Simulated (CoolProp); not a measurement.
A simple Rankine cycle with CH2F2 (R32): condensing at 292.15 K, boiler at 4.46 MPa, turbine inlet 344 K, turbine efficiency 0.6, pump efficiency 0.6, no recuperator. Each further row changes one setting.

The numbers come from the reference Helmholtz-energy equation of state, Tillner-Roth 1997 in CoolProp.

| case | thermal efficiency (%) | net work (kJ/kg) | heat in (kJ/kg) | turbine exit temperature (K) | volume ratio over the turbine |
|---|---|---|---|---|---|
| as stated | 5.9 | 15.7 | 268 | 292.2 | 3.28 |
| turbine inlet 364 K | 6.5 | 20.2 | 311 | 297.9 | 2.95 |
| condensing temperature 284.15 K | 7.0 | 19.6 | 282 | 284.1 | 4.13 |
| boiler pressure 3.12 MPa | 4.8 | 15.0 | 310 | 300.8 | 2.09 |
| turbine efficiency 0.5 | 4.6 | 12.3 | 268 | 292.2 | 3.32 |

The expansion ends wet for: as stated; condensing temperature 284.15 K; turbine efficiency 0.5.
